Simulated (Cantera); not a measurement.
An adiabatic, constant-pressure homogeneous reactor starts with CO : H₂ : O₂ : N₂ = 1 : 0.55 : 1.02 : 12.2 (molar parts), equivalence ratio 0.76, at 1650 K and 1.50 bar.

Model: GRI-Mech 3.0 (53 species, 325 reactions), integrated in Cantera.

Predict: time of steepest temperature rise; temperature at 8.00 s; equilibrium temperature; x(CO) at 8.00 s; x(H₂) at 8.00 s; x(O₂) at 8.00 s; x(O) at 8.00 s; x(CO₂) at 8.00 s; x(N₂O) at 8.00 s; x(NO) at 8.00 s.


- time of steepest temperature rise: 20.0 µs
- temperature at 8.00 s: 2348 K
- equilibrium temperature: 2348 K
- x(CO) at 8.00 s: 0.00631 (gas-phase equilibrium 0.00631)
- x(H₂) at 8.00 s: 0.000628 (gas-phase equilibrium 0.000628)
- x(O₂) at 8.00 s: 0.0173 (gas-phase equilibrium 0.0173)
- x(O) at 8.00 s: 0.000706 (gas-phase equilibrium 0.000706)
- x(CO₂) at 8.00 s: 0.0648 (gas-phase equilibrium 0.0648)
- x(N₂O) at 8.00 s: 3.72e-7 (gas-phase equilibrium 3.72e-7)
- x(NO) at 8.00 s: 0.00523 (gas-phase equilibrium 0.00523)
